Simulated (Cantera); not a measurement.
Stirred combustor or abatement burner

A perfectly stirred reactor is fed with H2 : O2 : N2 = 1 : 0.5 : 1.88 (molar parts), at 3750 Torr; it is adiabatic with a 375 K inlet, and is followed from long to short residence time, starting on the burning branch (τ in s: 0.17, 0.08, 0.038, 0.018, 0.0084, 0.004, 0.0019, 0.00089, 0.00042, 0.0002, 9.4e-05, 4.4e-05).

Model: GRI-Mech 3.0 (53 species, 325 reactions), integrated in Cantera. The hydrogen kinetics of GRI-Mech 3.0 are dated; newer H2 mechanisms differ, most at raised pressure.

```tsv
τ (s)	T (K)	x H2	x O2	x NO	x HO2	x H	x N2O
0.17	2468	0.0125	0.00366	0.00252	1.72e-6	0.00111	2.91e-7
0.080	2468	0.0126	0.00371	0.00245	1.74e-6	0.00112	2.90e-7
0.038	2467	0.0126	0.00380	0.00231	1.80e-6	0.00114	2.89e-7
0.018	2465	0.0128	0.00398	0.00205	1.91e-6	0.00119	2.88e-7
0.0084	2462	0.0132	0.00431	0.00166	2.11e-6	0.00128	2.88e-7
0.0040	2455	0.0139	0.00483	0.00120	2.48e-6	0.00145	2.89e-7
0.0019	2442	0.0153	0.00559	0.000780	3.11e-6	0.00178	2.92e-7
0.00089	2419	0.0175	0.00668	0.000479	4.26e-6	0.00239	2.93e-7
0.00042	2385	0.0207	0.00816	0.000292	6.23e-6	0.00343	2.90e-7
0.00020	2337	0.0248	0.0101	0.000182	9.52e-6	0.00513	2.82e-7
9.4e-5	2270	0.0299	0.0125	0.000118	1.50e-5	0.00787	2.71e-7
4.4e-5	2184	0.0356	0.0156	8.34e-5	2.40e-5	0.0121	2.58e-7
```
x: mole fraction; the columns are a selection and need not sum to one.
